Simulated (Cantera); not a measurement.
Charge: 1 mol SiCl4, 1.1 mol HCl, 12 mol H2, held at 1650 K and 0.230 bar.

These are equilibrium values from Cantera (NASA tables, ideal gas, pure condensed phases), not measurements of a reactor. The tables' values for SiCl3 are old estimates; treat these amounts as uncertain. Equilibrium is a limit: real reactors are often held back by kinetics, nucleation or transport.

| species | before | after |
|---|---|---|
| H2 | 0.737 | 0.851 |
| HCl | 0.196 | 0.0783 |
| SiCl4 | 0.00162 | 0.0707 |
| SiCl2 | 0.0573 | <1e-9 |
| H | 0.000163 | <1e-9 |
| SiCl3 | 0.00651 | 6.98e-8 |
| Cl | 3.38e-5 | <1e-9 |
| SiH2Cl2 | 0.000111 | 5.54e-8 |
| SiHCl3 | 0.00103 | 0.000237 |
Gas species are given as mole fractions.

Q: What was changed between the two runs?
A. temperature from 1650 K to 873.15 K
B. SiCl4 replaced by Si
C. temperature from 1650 K to 725 K
D. temperature from 1650 K to 1023 K

A: C, temperature from 1650 K to 725 K
